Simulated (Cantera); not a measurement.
A closed system holds: 1 mol CF₄, a varied amount of H₂, equilibrated at 2098 K and 0.130 bar.

These are equilibrium values from Cantera (NASA tables, ideal gas, pure condensed phases), not measurements of a reactor. Candidate condensed phases: C, C₆H₆, C₇H₈, C₈H₁₈; 95 gas species. Gases not in the tables: C₂F₆ and larger saturated fluorocarbons. Equilibrium is a limit: real reactors are often held back by kinetics, nucleation or transport.

x: gas mole fraction; n: condensed amount in mol.

| n(H₂) (mol) | x HF | x H₂ | x CF₄ | x CF₂ | x F | x H | n C(graphite) |
|---|---|---|---|---|---|---|---|
| 0.51 | 0.561 | 8.27e-8 | 0.383 | 0.0414 | 0.0100 | [?] | 0.220 |
| 0.65 | 0.641 | 1.20e-7 | 0.309 | 0.0372 | 0.00948 | [?] | 0.290 |
| 0.82 | 0.718 | 1.72e-7 | 0.237 | 0.0326 | 0.00888 | [?] | 0.376 |
| 1 | 0.783 | 2.37e-7 | 0.178 | 0.0282 | 0.00826 | [?] | 0.468 |
| 1.3 | 0.867 | 3.81e-7 | 0.103 | 0.0215 | 0.00720 | [?] | 0.622 |
| 1.7 | 0.948 | 7.95e-7 | 0.0338 | 0.0123 | 0.00545 | [?] | 0.832 |
| 2.1 | 0.975 | 0.0237 | 4.26e-11 | 4.37e-7 | 3.25e-5 | [?] | 1.000 |
| 2.7 | 0.850 | 0.147 | <1e-12 | 5.35e-8 | 1.14e-5 | [?] | 0.998 |
| 3.4 | 0.739 | 0.256 | <1e-12 | 2.32e-8 | 7.49e-6 | [?] | 0.996 |
| 4.3 | 0.633 | 0.361 | <1e-12 | 1.21e-8 | 5.41e-6 | [?] | 0.993 |
| 5.5 | 0.532 | 0.462 | <1e-12 | 6.67e-9 | 4.01e-6 | [?] | 0.990 |

Fill in the missing entries.


- 0.51, x H: 2.45e-6
- 0.65, x H: 2.96e-6
- 0.82, x H: 3.54e-6
- 1, x H: 4.15e-6
- 1.3, x H: 5.27e-6
- 1.7, x H: 7.61e-6
- 2.1, x H: 0.00131
- 2.7, x H: 0.00327
- 3.4, x H: 0.00432
- 4.3, x H: 0.00513
- 5.5, x H: 0.00580
